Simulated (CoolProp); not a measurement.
A single-stage vapour-compression cycle with ammonia: evaporating at 228.15 K (dew point), condensing at 274.15 K (bubble point), superheat 8 K, subcooling 2 K, compressor efficiency 0.75, no pressure losses. Each further row changes one setting.

Computed with CoolProp (reference Helmholtz-energy equation of state, Gao 2020).

| case | cooling COP | pressure ratio | discharge temperature (K) | refrigerating effect (kJ/kg) | volumetric capacity (kJ/m³) |
|---|---|---|---|---|---|
| as stated | 2.97 | 8.19 | 427.5 | 1220 | 586 |
| evaporating temperature 233.15 K | 3.50 | … | 405.8 | 1230 | 763 |
| condensing temperature 269.15 K | 3.41 | … | 407.5 | 1250 | 597 |
| subcooling 7 K | … | 8.19 | 427.5 | 1250 | 597 |
| superheat 18 K | 2.90 | 8.19 | 444.0 | … | … |
| compressor efficiency 0.65 | 2.58 | 8.19 | 453.9 | 1220 | 586 |

Task: What belongs in the gaps?

Result: 
- evaporating temperature 233.15 K, pressure ratio: 6.22
- condensing temperature 269.15 K, pressure ratio: 6.77
- subcooling 7 K, cooling COP: 3.03
- superheat 18 K, refrigerating effect (kJ/kg): 1240
- superheat 18 K, volumetric capacity (kJ/m³): 571
